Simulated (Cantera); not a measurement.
Cantera run, input and output.

```python
import numpy as np
import cantera as ct

gas = ct.Solution("gri30.yaml")
gas.TPX = 600, 41000, {'CH3OH': 1, 'O2': 2.24, 'N2': 8.42, 'H2': 0.036}
inlet = ct.Reservoir(gas, clone=True)
gas.equilibrate("HP")  # start burning
reactor = ct.IdealGasConstPressureReactor(gas, energy="on", clone=False)
exhaust = ct.Reservoir(gas, clone=True)
tau = [0.055, 0.026, 0.012, 0.0057, 0.0027, 0.0012, 0.00058, 0.00027, 0.00013, 6e-05, 2.8e-05, 1.3e-05][0]
for a, b in ((inlet, reactor), (reactor, exhaust)):
    ct.MassFlowController(a, b, mdot=lambda t: reactor.mass / tau)
net = ct.ReactorNet([reactor])
show = ['CH3OH', 'O2', 'CH3', 'CH4', 'C2H6', 'NO', 'C2H2']

rows = []
print(f"{'tau/s':>10s}{'T/K':>9s}" + "".join(f"{s:>11s}" for s in show))
for tau in [0.055, 0.026, 0.012, 0.0057, 0.0027, 0.0012, 0.00058, 0.00027, 0.00013, 6e-05, 2.8e-05, 1.3e-05]:
    net.initial_time = 0.0
    net.advance(30 * tau)
    before = gas.X
    net.advance(40 * tau)
    drift = np.max(np.abs(gas.X - before) / (gas.X + 1e-9))
    rows.append([gas.T, *gas[show].X, drift])
    print(f"{tau:10.3e}{gas.T:9.1f}" + "".join(f"{x:11.3e}" for x in gas[show].X))
```

Result:

```
     tau/s      T/K      CH3OH         O2        CH3        CH4       C2H6         NO       C2H2
 5.500e-02   2023.2  3.156e-06  5.949e-02  1.024e-07  1.793e-08  1.217e-14  1.844e-04  5.827e-13
 2.600e-02   2000.7  5.220e-06  6.001e-02  1.785e-07  2.605e-08  3.467e-14  1.112e-04  1.242e-12
 1.200e-02   1969.0  8.751e-06  6.079e-02  3.621e-07  4.492e-08  1.362e-13  6.310e-05  3.582e-12
 5.700e-03   1930.8  1.468e-05  6.180e-02  7.780e-07  8.708e-08  6.226e-13  3.591e-05  1.230e-11
 2.700e-03   1886.9  2.570e-05  6.310e-02  1.727e-06  1.882e-07  3.186e-12  2.098e-05  4.773e-11
 1.200e-03   1836.0  5.064e-05  6.500e-02  4.113e-06  4.789e-07  2.019e-11  1.216e-05  2.245e-10
 5.800e-04   1788.5  1.025e-04  6.763e-02  8.948e-06  1.194e-06  1.159e-10  7.155e-06  9.664e-10
 2.700e-04   1729.1  2.656e-04  7.307e-02  2.083e-05  3.569e-06  9.755e-10  3.199e-06  5.279e-09
 1.300e-04    600.0  8.550e-02  1.915e-01  2.132e-23  5.075e-19  7.637e-22  9.962e-21  9.062e-22
 6.000e-05    600.0  8.550e-02  1.915e-01  9.860e-24  3.595e-22  5.409e-25  7.055e-24  6.417e-25
 2.800e-05    600.0  8.550e-02  1.915e-01  4.943e-24  2.272e-23  3.416e-26  4.457e-25  4.054e-26
 1.300e-05    600.0  8.550e-02  1.915e-01  2.322e-24  1.438e-24  2.158e-27  2.815e-26  2.561e-27
```

Computed with Cantera and GRI-Mech 3.0 (53 species, 325 reactions). GRI-Mech 3.0 was tuned for natural gas; its chemistry of methanol as a main component is partial and can be far from experiment.
